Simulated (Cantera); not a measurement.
A freely propagating, adiabatic, planar premixed flame of H2 : O2 : N2 : H2O = 1 : 0.5 : 1.88 : 0.075 (molar parts), equivalence ratio 1.0, unburnt at 650 K and 1.00 atm; mixture-averaged transport, grid criteria slope 0.08 and curve 0.16, no radiation.

Computed with Cantera and the H2/O2 subset of GRI-Mech 3.0, which has no nitrogen chemistry. Burning velocities carry a grid error of a few per cent, more on coarse grids.

Question: What does this change do: inlet temperature 650 to 375 K?

Answer: 
| quantity | before | after |
|---|---|---|
| laminar burning velocity | 842 cm/s | 315 cm/s |
| thermal thickness | 0.474 mm | 0.365 mm |
| peak x(H) | 0.0585 | 0.0422 |
| peak x(H2O2) | 1.15e-5 | 8.70e-5 |
| peak x(O) | 0.0133 | 0.00952 |

Question: What does this change do: inlet temperature 650 to 323 K?

Answer: 
```
quantity                    before     after
------------------------  --------  --------
laminar burning velocity  842 cm/s  247 cm/s
thermal thickness         0.474 mm  0.340 mm
peak x(H)                   0.0585    0.0392
peak x(H2O2)               1.15e-5  0.000114
peak x(O)                   0.0133   0.00886
```
